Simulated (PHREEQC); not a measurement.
Synthetic water in mmol/kgw, 25 °C, pH 5.68, pe 10.6: Na 0.0034; K 0.000163; Ca 0.000917; Mg 0.00233; Cl 0.00274; S(6) 0.000569; Alkalinity (meq/kgw) 0.00616; Pb 0.000155; Zn 1.17e-05; N(5) 8.86e-05; Si 1.08e-06.

Valence states are taken as typed.

Equilibrium calculation in PHREEQC: ion-association model, phreeqc.dat.

Each row changes one thing in this solution. No solid was allowed to form.

```json
[
 {"case": "as made", "ionic strength (mol/kgw)": "1.63e-5", "CO2 (mol/kgw)": "3.86e-5", "HCO3- (mol/kgw)": "8.25e-6", "PbOH+ (mol/kgw)": "1.40e-9", "PbHCO3+ (mol/kgw)": "9.78e-10", "PbCO3 (mol/kgw)": "4.78e-10", "SI of Cerussite (PbCO3)": "-3.43", "SI of Pb(OH)2 (Pb(OH)2)": "-3.62"},
 {"case": "temperature from 25 to 10 °C at the same typed pH", "ionic strength (mol/kgw)": "1.63e-5", "CO2 (mol/kgw)": "4.99e-5", "HCO3- (mol/kgw)": "8.25e-6", "PbOH+ (mol/kgw)": "1.40e-9", "PbHCO3+ (mol/kgw)": "9.80e-10", "PbCO3 (mol/kgw)": "3.32e-10", "SI of Cerussite (PbCO3)": "[?]", "SI of Pb(OH)2 (Pb(OH)2)": "-4.16"},
 {"case": "Mg from 0.00233 to 0.00699 mmol/kgw", "ionic strength (mol/kgw)": "[?]", "CO2 (mol/kgw)": "[?]", "HCO3- (mol/kgw)": "8.25e-6", "PbOH+ (mol/kgw)": "1.39e-9", "PbHCO3+ (mol/kgw)": "9.74e-10", "PbCO3 (mol/kgw)": "4.75e-10", "SI of Cerussite (PbCO3)": "-3.43", "SI of Pb(OH)2 (Pb(OH)2)": "-3.62"},
 {"case": "pH from 5.68 to 6.18 at the same alkalinity", "ionic strength (mol/kgw)": "1.49e-5", "CO2 (mol/kgw)": "1.01e-5", "HCO3- (mol/kgw)": "6.80e-6", "PbOH+ (mol/kgw)": "4.33e-9", "PbHCO3+ (mol/kgw)": "7.88e-10", "PbCO3 (mol/kgw)": "1.22e-9", "SI of Cerussite (PbCO3)": "-3.02", "SI of Pb(OH)2 (Pb(OH)2)": "-2.63"},
 {"case": "all concentrations times 2 at the same typed pH", "ionic strength (mol/kgw)": "3.05e-5", "CO2 (mol/kgw)": "6.72e-5", "HCO3- (mol/kgw)": "[?]", "PbOH+ (mol/kgw)": "2.76e-9", "PbHCO3+ (mol/kgw)": "3.36e-9", "PbCO3 (mol/kgw)": "1.64e-9", "SI of Cerussite (PbCO3)": "-2.89", "SI of Pb(OH)2 (Pb(OH)2)": "-3.32"}
]
```

Problem. Complete the blanks.

Solution. 
- temperature from 25 to 10 °C at the same typed pH, SI of Cerussite (PbCO3): -3.40
- Mg from 0.00233 to 0.00699 mmol/kgw, ionic strength (mol/kgw): 2.57e-5
- Mg from 0.00233 to 0.00699 mmol/kgw, CO2 (mol/kgw): 3.85e-5
- all concentrations times 2 at the same typed pH, HCO3- (mol/kgw): 1.44e-5

Species that the database lacks are ignored. Constants without temperature data keep their 25 °C values here.
